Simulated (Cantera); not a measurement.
Cantera run:

```python
import numpy as np
import cantera as ct

gas_names = """
    CL CLO CL2 H HCL HOCL HO2 H2 H2O H2O2 O OH O2 O3 Si SiCL SiCL2 SiCL3 SiCL4 SiH SiHCL3 SiH2 SiH2CL2
    SiH3 SiH3CL SiH4 SiO SiO2 Si2 Si3
""".split()
cond_names = """
    H2O(s) H2O(L) Si(cr) Si(L) SiO2(Lqz) SiO2(hqz) SiO2(L)
""".split()


# ... load() reads the species with a 1 bar reference pressure and builds the phases ...
atoms = {
    'Si': {'Si': 1},
    'HCl': {'H': 1, 'CL': 1},
    'H2': {'H': 2},
    'O2': {'O': 2},
}
top_T = {}  # K; cautious upper limits of use, not melting points


# ... equilibrate(T, P, feed) seeds the gas with the atoms and calls Mixture.equilibrate('TP', solver="vcs", rtol=1e-11, max_steps=5000) ...
results = []
feed = {'Si': 1, 'HCl': 0.81, 'H2': 2.5, 'O2': 0.00013}  # mol
P = 28000  # Pa
for T in [1050, 1100, 1150, 1200, 1250, 1300, 1350, 1400, 1450, 1500, 1550, 1600, 1650, 1700]:
    mix = equilibrate(T, P, feed)
    results.append((T, P, feed, dict(zip(mix.species_names, mix.species_moles))))

top = {s: max(r[3][s] / sum(r[3][g] for g in gas_names) for r in results) for s in gas_names}
cols = sorted((s for s in top if top[s] > 1e-05), key=lambda s: -top[s])[:9]
seen = [c for c in cond_names if any(r[3].get(c, 0) > 1e-12 for r in results)]
print("log10 of partial pressures in bar; condensed amounts in mol")
print(f"{'T/K':>10s}" + "".join(f"{s[:9]:>10s}" for s in cols + seen))
for T, P, feed, n in results:
    ng = sum(n[g] for g in gas_names)
    print(f"{T:10.4g}" + "".join(f"{np.log10(max(n[s] / ng * P / 1e5, 1e-99)):10.3f}" for s in cols)
          + "".join(f"{n.get(c, 0):10.4g}" for c in seen))
```

Output:

```
log10 of partial pressures in bar; condensed amounts in mol
       T/K        H2       HCL     SiCL2     SiCL4    SiHCL3     SiCL3   SiH2CL2         H       SiO    Si(cr)     Si(L) SiO2(hqz)
      1050    -0.592    -2.269    -3.674    -1.923    -2.230    -3.428    -3.480    -8.387    -8.421    0.7919         0   0.00013
      1100    -0.595    -2.118    -3.332    -1.948    -2.256    -3.212    -3.486    -7.885    -7.637     0.797         0 0.0001299
      1150    -0.599    -1.984    -3.027    -1.985    -2.292    -3.025    -3.500    -7.427    -6.924    0.8024         0 0.0001293
      1200    -0.603    -1.867    -2.758    -2.038    -2.339    -2.869    -3.524    -7.006    -6.271    0.8073         0 0.0001269
      1250    -0.609    -1.767    -2.525    -2.113    -2.404    -2.746    -3.560    -6.620    -5.671     0.811         0 0.0001178
      1300    -0.615    -1.684    -2.328    -2.218    -2.489    -2.659    -3.612    -6.263    -5.118    0.8126         0 8.626e-05
      1350    -0.621    -1.618    -2.167    -2.357    -2.601    -2.611    -3.682    -5.933    -4.647    0.8118         0         0
      1400    -0.626    -1.569    -2.043    -2.535    -2.741    -2.603    -3.771    -5.626    -4.650    0.8093         0         0
      1450    -0.630    -1.536    -1.952    -2.749    -2.908    -2.632    -3.877    -5.339    -4.652    0.8058         0         0
      1500    -0.634    -1.515    -1.889    -2.990    -3.094    -2.690    -3.996    -5.071    -4.654    0.8022         0         0
      1550    -0.636    -1.502    -1.846    -3.248    -3.291    -2.769    -4.122    -4.820    -4.655    0.7989         0         0
      1600    -0.637    -1.496    -1.817    -3.511    -3.492    -2.860    -4.251    -4.583    -4.656    0.7962         0         0
      1650    -0.638    -1.493    -1.797    -3.771    -3.690    -2.955    -4.378    -4.361    -4.656    0.7938         0         0
      1700    -0.638    -1.489    -1.786    -4.020    -3.883    -3.050    -4.504    -4.151    -4.657         0     0.793         0
```

Method: chemical equilibrium by Gibbs-energy minimisation in Cantera with the NASA 1993 tables (ideal gas, pure condensed phases). Mutual solubility and eutectic melting of coexisting phases are not modelled. The tables' values for SiCl3, SiCl are old estimates; treat these amounts as uncertain. The tables hold silica as quartz up to 1696 K and as liquid above; real silica turns to tridymite and cristobalite and melts near 1996 K. Gases not in the tables: Si2H6 and higher silanes.
